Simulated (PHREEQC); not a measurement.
Dissolve 1.7 mmol/kgw CaSO4, 110 mmol/kgw Fe2(SO4)3 and 3.6 mmol/kgw AgF at 25 °C. Closed to the air; pH follows from the charge balance.

Computed with PHREEQC (ion-association model, wateq4f.dat).

Each row changes one thing in this solution. Precipitation was switched off in this run.

```csv
case,pH,ionic strength (mol/kgw),FeSO4+ (mol/kgw),SO4-2 (mol/kgw),Fe(SO4)2- (mol/kgw),HSO4- (mol/kgw),SI of Fe(OH)3(a) (Fe(OH)3),SI of Goethite (FeOOH)
as made,2.46,0.341,0.141,0.0730,0.0520,0.00853,-0.81,+5.09
CaSO4 from 0.0017 to 0.0034 mol/kgw,2.46,0.344,0.141,0.0736,0.0522,0.00854,-0.80,+5.09
CaSO4 left out,2.46,0.338,0.141,0.0724,0.0517,(withheld),-0.81,+5.08
diluted 100-fold with water,3.05,0.00752,0.00109,0.00202,3.37e-5,0.000134,(withheld),(withheld)
AgF left out,2.45,(withheld),0.144,0.0707,0.0520,0.00855,-0.82,+5.07
temperature from 25 to 20 °C,2.48,0.339,0.142,0.0731,0.0520,0.00741,(withheld),+5.01
AgF from 0.0036 to 0.00072 mol/kgw,2.45,0.333,0.144,0.0712,0.0520,0.00855,-0.82,+5.08
AgF from 0.0036 to 0.0018 mol/kgw,2.45,0.336,0.143,0.0719,0.0520,0.00854,-0.81,+5.08
```

### Question
What belongs in the gaps?

### Answer

- CaSO4 left out, HSO4- (mol/kgw): 0.00851
- diluted 100-fold with water, SI of Fe(OH)3(a) (Fe(OH)3): +0.07
- diluted 100-fold with water, SI of Goethite (FeOOH): +5.96
- AgF left out, ionic strength (mol/kgw): 0.331
- temperature from 25 to 20 °C, SI of Fe(OH)3(a) (Fe(OH)3): -0.70

Some of these states are supersaturated (in Hematite (slow to form), Goethite (slow to form), Fe(OH)3(a), for instance). Fluoro complexes past AlF4- and FeF3 are missing from the database.
